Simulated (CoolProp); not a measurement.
Vapour pressure (bar) of R123: the reference equation beside estimates from Tc = 456.8 K, pc = 36.62 bar, ω = 0.282.

Model: reference Helmholtz-energy equation of state, Younglove 1994, in CoolProp. It is a modified Benedict-Webb-Rubin equation, recast in Helmholtz form.

```
T (K)  reference  Redlich-Kwong  Peng-Robinson
-----  ---------  -------------  -------------
351.7      4.715          6.810          4.692
354.9      5.110          7.283          5.086
358.1      5.529          7.778          5.504
361.3      5.973          8.296          5.949
364.5      6.444          8.838          6.419
367.7      6.942          9.403          6.918
370.9      7.468          9.993          7.445
374.1      8.023          10.61          8.003
377.3      8.609          11.25          8.590
380.5      9.225          11.91          9.210
383.7      9.874          12.61          9.863
386.9      10.56          13.33          10.55
390.1      11.27          14.07          11.27
393.3      12.03          14.85          12.03
396.5      12.81          15.65          12.83
```

Absolute difference from the reference over all 15 rows, mean and median: Redlich-Kwong 32.6 and 32.2 %, Peng-Robinson 0.3 and 0.2 %.
